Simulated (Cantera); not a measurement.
Input: 1 mol B2O3, 0.94 mol NH3, held at 877 °C and 0.320 bar.

These are equilibrium values from Cantera (NASA tables, ideal gas, pure condensed phases), not measurements of a reactor. Candidate condensed phases: B, BN, B2O3, B3O3H3, H2O; 39 gas species. Mutual solubility and eutectic melting of coexisting phases are not modelled. Gases not in the tables: H3BO3. Kinetics and transport are ignored.

Base state: H2 0.748, N2 0.249, H2O 0.00293, HBO2 3.78e-5, NH3 2.52e-5 (mole fractions); condensed: BN(s) + B2O3(l).

What changes in the equilibrium state with this change: pressure from 0.320 bar to 0.100 bar?


```tsv
species	before	after
H2	0.748	0.748
N2	0.249	0.249
H2O	0.00293	0.00199
HBO2	3.78e-5	5.57e-5
NH3	2.52e-5	7.89e-6
BN(s), mol	0.00370	0.00253
B2O3(l), mol	0.998	0.999
```

What changes in the equilibrium state with this change: temperature from 877 °C to 1200 °C?


```json
[
 {"species": "H2", "before": "0.748", "after": "0.747"},
 {"species": "N2", "before": "0.249", "after": "0.249"},
 {"species": "H2O", "before": "0.00293", "after": "0.00253"},
 {"species": "HBO2", "before": "3.78e-5", "after": "0.00169"},
 {"species": "B2O3", "before": "5.20e-9", "after": "3.86e-5"},
 {"species": "HBO", "before": "3.06e-7", "after": "0.000229"},
 {"species": "H", "before": "1.14e-7", "after": "1.93e-5"},
 {"species": "NH3", "before": "2.52e-5", "after": "6.93e-6"},
 {"species": "BN(s), mol", "before": "0.00370", "after": "0.00409"},
 {"species": "B2O3(l), mol", "before": "0.998", "after": "0.996"}
]
```

What changes in the equilibrium state with this change: pressure from 0.320 bar to 4.70 mbar?


```csv
species,before,after
H2,0.748,0.749
N2,0.249,0.250
H2O,0.00293,0.000721
HBO2,3.78e-5,0.000155
NH3,2.52e-5,3.72e-7
"BN(s), mol",0.00370,0.000997
"B2O3(l), mol",0.998,0.999
```
